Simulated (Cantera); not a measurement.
An isothermal, constant-pressure homogeneous reactor starts with 29.4 % NO, 70.6 % N2, at 1748 K and 0.188 atm.

Detailed kinetics in Cantera: GRI-Mech 3.0 (53 species, 325 reactions).

One state of this run: x NO = 0.103; x O2 = 0.0953; x N2O = 3.92e-6; x O = 5.28e-5; x N2 = 0.801; x NO2 = 8.50e-5. x: mole fraction; the columns are a selection and need not sum to one.

### Question
Which value of t (s) does it belong to?
A. 70.0
B. 2.55e-5
C. 0.0423
D. 0.000163

### Answer
A, 70.0
